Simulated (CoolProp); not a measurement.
The numbers come from the reference Helmholtz-energy equation of state, Zhou 2016 in CoolProp.

Q: Give the vapour pressure (MPa), liquid density (kg/m³), vapour Z of saturated R245ca at 376, 386.8, 397.5 K.

A: 
```csv
T (K),p (MPa),liquid density (kg/m³),vapour Z
376,0.993,1160,0.804
386.8,1.26,1120,0.768
397.5,1.57,1080,0.727
```
